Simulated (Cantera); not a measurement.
Roasting and sulfation: MgO + H2S + H2O

A closed system holds: 1 mol MgO, 0.052 mol H2S, 2.2 mol H2O, at 1.00 bar.

Equilibrium computed with Cantera from the NASA thermochemical tables; the gas is ideal and each condensed phase is pure. Candidate condensed phases: H2O, H2SO4, Mg, MgO, Mg(OH)2, MgS, MgSO4, S; 26 gas species. Gases not in the tables: S3 to S7. The numbers say what is thermodynamically allowed, not how fast it happens.

| T (K) | x H2O | x H2 | x H2S | x SO2 | x S2 | x SO | x OH | n MgO(s) |
|---|---|---|---|---|---|---|---|---|
| 748 | 0.976 | 0.000876 | 0.0228 | 0.000274 | 2.62e-5 | 5.65e-10 | <1e-12 | 1.00 |
| 848 | 0.975 | 0.00247 | 0.0221 | 0.000763 | 9.10e-5 | 1.29e-8 | <1e-12 | 1.00 |
| 948 | 0.972 | 0.00560 | 0.0209 | 0.00171 | 0.000230 | 1.50e-7 | 9.86e-12 | 1.00 |
| 1048 | 0.967 | 0.0107 | 0.0188 | 0.00326 | 0.000450 | 1.07e-6 | 2.27e-10 | 1.00 |
| 1148 | 0.960 | 0.0180 | 0.0160 | 0.00550 | 0.000700 | 5.24e-6 | 3.06e-9 | 1.00 |
| 1248 | 0.951 | 0.0271 | 0.0126 | 0.00839 | 0.000879 | 1.90e-5 | 2.76e-8 | 1.00 |
| 1348 | 0.941 | 0.0372 | 0.00914 | 0.0117 | 0.000890 | 5.37e-5 | 1.82e-7 | 1.00 |
| 1448 | 0.931 | 0.0470 | 0.00595 | 0.0151 | 0.000719 | 0.000122 | 9.42e-7 | 1.00 |
| 1548 | 0.922 | 0.0553 | 0.00342 | 0.0180 | 0.000455 | 0.000227 | 4.03e-6 | 1.000 |
| 1648 | 0.917 | 0.0610 | 0.00174 | 0.0199 | 0.000228 | 0.000357 | 1.48e-5 | 1.000 |
| 1748 | 0.913 | 0.0642 | 0.000818 | 0.0210 | 9.68e-5 | 0.000490 | 4.81e-5 | 1.000 |
| 1848 | 0.912 | 0.0656 | 0.000378 | 0.0214 | 3.88e-5 | 0.000619 | 0.000139 | 1.000 |
x: gas mole fraction; n: condensed amount in mol.

From 748 K to 1848 K the condensed part is MgO(s).
